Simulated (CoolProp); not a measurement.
Vapour-liquid equilibrium of methanol (1) + dimethyl carbonate (2) at 8.74 kPa; x and y are mole fractions of (1).

Computed with CoolProp (multi-fluid Helmholtz-energy mixture model, de Reuck 1993 and Zhou 2011; pair parameters Bell 2016).

```tsv
x	bubble temperature, mixture model (K)	bubble temperature, Raoult's law (K)	y, mixture model	y, Raoult's law
0.05	295.5	300.5	0.299	0.110
0.2	287.7	297.1	0.589	0.369
0.35	285.3	294.4	(withheld)	0.557
0.5	284.5	292.0	0.704	0.700
0.65	284.2	289.9	(withheld)	0.812
0.8	284.1	288.1	0.777	0.903
0.95	(withheld)	286.5	0.906	0.978
```

Task: Complete the blanks.

Result: 
- 0.35, y, mixture model: 0.670
- 0.65, y, mixture model: 0.731
- 0.95, bubble temperature, mixture model (K): 285.0

The largest gap from Raoult's law is -9.4 K in bubble temperature, at x = 0.2. y crosses x between x = 0.65 and 0.8: the model has an azeotrope there.

Pair parameters are fitted to limited data, so mixtures are less certain than the pure fluids.
